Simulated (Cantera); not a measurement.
Input: 1 mol Si3N4, 0.23 mol N2O, 29 mol N2, held at 16.0 mbar.

Cantera equilibrium calculation (NASA polynomials, part measured and part estimated; ideal gas, pure solids and liquids). Candidate condensed phases: Si, SiO2, Si2N2O, Si3N4; 16 gas species. Mutual solubility and eutectic melting of coexisting phases are not modelled. The numbers say what is thermodynamically allowed, not how fast it happens.

Q: Which condensed phases are stable at each of these points (T (°C)): 1000, 1075, 1150, 1225, 1300, 1375, 1450, 1525, 1600, 1675?

A: 
```csv
T (°C),condensed phases,Si condensed (%)
1000,Si2N2O(s) + Si3N4(s),100.0
1075,Si2N2O(s) + Si3N4(s),100.0
1150,Si2N2O(s) + Si3N4(s),100.0
1225,Si2N2O(s) + Si3N4(s),100.0
1300,Si2N2O(s) + Si3N4(s),99.9
1375,Si2N2O(s) + Si3N4(s),99.5
1450,Si2N2O(s) + Si3N4(s),97.0
1525,Si3N4(s),92.2
1600,Si(l),91.6
1675,Si(l),90.6
```

From 1000 °C to 1450 °C the condensed part is Si2N2O(s) + Si3N4(s). At 1525 °C the condensed part is Si3N4(s). From 1600 °C to 1675 °C the condensed part is Si(l).
